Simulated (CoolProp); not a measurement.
c-C4F8 (RC318) along the isobar 23.6 bar: fugacity coefficient from the reference equation and from simpler models built on Tc = 388.4 K, pc = 27.78 bar, ω = 0.355; each cubic takes its own stable root.

Computed with CoolProp (reference Helmholtz-energy equation of state, Platzer 1990). This equation is an older, rougher fit; its heat capacities, sound speeds and derivatives of the liquid may be far off and weren't checked against measurements.

| T (K) | phase | reference |
|---|---|---|
| 276.8 | liquid | 0.06714 |
| 286.8 | liquid | 0.09464 |
| 296.8 | liquid | 0.1292 |
| 306.7 | liquid | 0.1709 |
| 316.7 | liquid | 0.2210 |
| 326.6 | liquid | 0.2784 |
| 336.6 | liquid | 0.3442 |
| 346.5 | liquid | 0.4164 |

Task: How far does each simpler model (van der Waals, Redlich-Kwong, Soave-Redlich-Kwong, Peng-Robinson) lie from the reference over these 8 states: mean and median of the absolute difference, and the worst?

Result: 
- van der Waals: mean 132.2 %, median 111.7 %, worst +284.4 % at 276.8 K and 23.6 bar
- Redlich-Kwong: mean 45.4 %, median 41.8 %, worst +84.4 % at 276.8 K and 23.6 bar
- Soave-Redlich-Kwong: mean 1.1 %, median 1.2 %, worst +1.3 % at 336.6 K and 23.6 bar
- Peng-Robinson: mean 1.8 %, median 1.9 %, worst -2.1 % at 346.5 K and 23.6 bar
